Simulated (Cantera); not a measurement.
Cantera run:

```python
import numpy as np
import cantera as ct

gas_names = """
    O2 SO2
""".split()
cond_names = """
    Mg(L) MgO(s) MgS(s) MgSO4(L)
""".split()


# ... load() reads the species with a 1 bar reference pressure and builds the phases ...
species = {s.name: s for s in load("nasa_gas.yaml", gas_names) + load("nasa_condensed.yaml", cond_names)}
T = 1825
g = {n: (s.thermo.h(T) - T * s.thermo.s(T)) / (ct.gas_constant * T * np.log(10)) for n, s in species.items()}
valid = cond_names  # the entries whose range holds T


def stable(la, lb):
    # potentials (over RT ln 10) of the two non-metals from log10 p(O2) and log10 p(SO2) in bar
    mu = {}
    mu["O"] = (g["O2"] + la) / 2
    mu["S"] = (g["SO2"] + lb - 2 * mu["O"]) / 1
    cost = {}
    for n in valid:
        c = species[n].composition
        cost[n] = (g[n] - sum(c.get(e, 0) * m for e, m in mu.items())) / c["Mg"]
    return min(cost, key=cost.get)


results = []
for lb in [0, -0.9, -1.8, -2.8, -3.7, -4.6, -5.5, -6.5, -7.4, -8.3, -9.2, -10.2, -11.1, -12]:
    row = [stable(la, lb) for la in [-19, -17.9, -16.8, -15.7, -14.6, -13.4, -12.3, -11.2, -10.1, -9, -7.9, -6.8, -5.7, -4.6, -3.4, -2.3, -1.2, -0.1, 1]]
    results.append(row)
    print(f"{lb:6.1f}  " + " ".join(f"{valid.index(n):x}" for n in row))
print("key: " + ", ".join(f"{i:x} {n}" for i, n in enumerate(valid)))
```

Result:

```
   0.0  2 2 2 2 2 2 2 2 2 2 2 1 1 1 1 1 1 1 1
  -0.9  2 2 2 2 2 2 2 2 2 2 1 1 1 1 1 1 1 1 1
  -1.8  2 2 2 2 2 2 2 2 2 2 1 1 1 1 1 1 1 1 1
  -2.8  2 2 2 2 2 2 2 2 2 1 1 1 1 1 1 1 1 1 1
  -3.7  2 2 2 2 2 2 2 2 2 1 1 1 1 1 1 1 1 1 1
  -4.6  2 2 2 2 2 2 2 2 1 1 1 1 1 1 1 1 1 1 1
  -5.5  2 2 2 2 2 2 2 1 1 1 1 1 1 1 1 1 1 1 1
  -6.5  2 2 2 2 2 2 2 1 1 1 1 1 1 1 1 1 1 1 1
  -7.4  2 2 2 2 2 2 1 1 1 1 1 1 1 1 1 1 1 1 1
  -8.3  2 2 2 2 2 2 1 1 1 1 1 1 1 1 1 1 1 1 1
  -9.2  2 2 2 2 2 1 1 1 1 1 1 1 1 1 1 1 1 1 1
 -10.2  2 2 2 2 2 1 1 1 1 1 1 1 1 1 1 1 1 1 1
 -11.1  2 2 2 2 1 1 1 1 1 1 1 1 1 1 1 1 1 1 1
 -12.0  2 2 2 2 1 1 1 1 1 1 1 1 1 1 1 1 1 1 1
key: 0 Mg(L), 1 MgO(s), 2 MgS(s), 3 MgSO4(L)
```

Standard-state values (1 bar) from the NASA 1993 polynomials, evaluated with Cantera. Part of the grid cannot be reached: there another gas would pass 10 bar, or a non-metal would condense.
